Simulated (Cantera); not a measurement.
**Thermodynamics of abatement and gas-phase synthesis, feed CS₂ + H₂O + O₂**

Input: 1 mol CS₂, 4.9 mol H₂O, 4.2 mol O₂, equilibrated at 1 atm.

Equilibrium computed with Cantera from the NASA thermochemical tables; the gas is ideal and each condensed phase is pure. Candidate condensed phases: C, C₆H₆, C₇H₈, C₈H₁₈, H₂O, H₂SO₄, S; 123 gas species. Rates play no part.

```tsv
T (K)	x H₂O	x SO₂	x O₂	x CO₂	x OH	x CO
1575	0.539	0.218	0.131	0.110	0.000300	4.31e-6
1650	0.538	0.218	0.131	0.110	0.000527	1.14e-5
1725	0.538	0.219	0.131	0.110	0.000883	2.76e-5
1800	0.538	0.219	0.131	0.110	0.00142	6.20e-5
1875	0.537	0.219	0.131	0.110	0.00219	0.000130
1950	0.536	0.219	0.131	0.110	0.00327	0.000259
2025	0.535	0.219	0.131	0.109	0.00473	0.000488
2100	0.533	0.219	0.130	0.109	0.00666	0.000876
2175	0.530	0.218	0.130	0.108	0.00916	0.00150
2250	0.526	0.217	0.130	0.107	0.0123	0.00248
2325	0.521	0.216	0.130	0.105	0.0162	0.00393
2400	0.515	0.215	0.130	0.102	0.0209	0.00599
2475	0.506	0.212	0.130	0.0989	0.0266	0.00878
```
x: gas mole fraction; nothing condenses.

From 1575 K to 2475 K nothing is condensed. The main C-bearing gas is CO₂ throughout.
